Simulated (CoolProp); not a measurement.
A closed Brayton cycle with nitrogen: compressor inlet 323.15 K and 7.6 MPa, high pressure 24.7 MPa, turbine inlet 990 K, compressor efficiency 0.8, turbine efficiency 0.85, recuperator effectiveness 0.8 (on enthalpy, no pinch check). Each further row changes one setting.

Values from CoolProp's reference Helmholtz-energy equation of state, Span 2000.

```json
[
 {"case": "as stated", "thermal efficiency (%)": "26.8", "net work (kJ/kg)": "88.9", "compressor to turbine work": "0.67", "compressor exit (K)": "486.6", "turbine exit (K)": "768.3"},
 {"case": "turbine inlet 940 K", "thermal efficiency (%)": "24.4", "net work (kJ/kg)": "75.5", "compressor to turbine work": "0.70", "compressor exit (K)": "486.6", "turbine exit (K)": "727.6"},
 {"case": "compressor inlet 333.15 K", "thermal efficiency (%)": "25.4", "net work (kJ/kg)": "83.1", "compressor to turbine work": "0.69", "compressor exit (K)": "501.5", "turbine exit (K)": "768.3"},
 {"case": "high pressure 21 MPa", "thermal efficiency (%)": "27.4", "net work (kJ/kg)": "85.3", "compressor to turbine work": "0.64", "compressor exit (K)": "460.6", "turbine exit (K)": "795.3"},
 {"case": "recuperator effectiveness 0.5", "thermal efficiency (%)": "20.9", "net work (kJ/kg)": "88.9", "compressor to turbine work": "0.67", "compressor exit (K)": "486.6", "turbine exit (K)": "768.3"}
]
```
